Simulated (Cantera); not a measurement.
Input: 1 mol c-C4F8, 0.18 mol CH4, 0.47 mol H2, at 0.00160 bar.

Cantera equilibrium calculation (NASA polynomials, part measured and part estimated; ideal gas, pure solids and liquids). Candidate condensed phases: C, C6H6, C7H8, C8H18; 95 gas species. The feed counts by its element totals alone. Gases not in the tables: C2F6 and larger saturated fluorocarbons. Equilibrium is a limit: real reactors are often held back by kinetics, nucleation or transport.

What share of the C ends up in condensed phases as a function of T (°C), at 1452, 1552, 1652, 1752, 1852, 1952, 2052, 2152, 2252, 2352, 2452?


```
T (°C)  C condensed (%)           as
------  ---------------  -----------
1452               61.6  C(graphite)
1552               60.9  C(graphite)
1652               59.3  C(graphite)
1752               56.5  C(graphite)
1852               54.0  C(graphite)
1952               57.3  C(graphite)
2052               66.6  C(graphite)
2152               76.1  C(graphite)
2252               82.7  C(graphite)
2352               85.2  C(graphite)
2452               82.5  C(graphite)
```
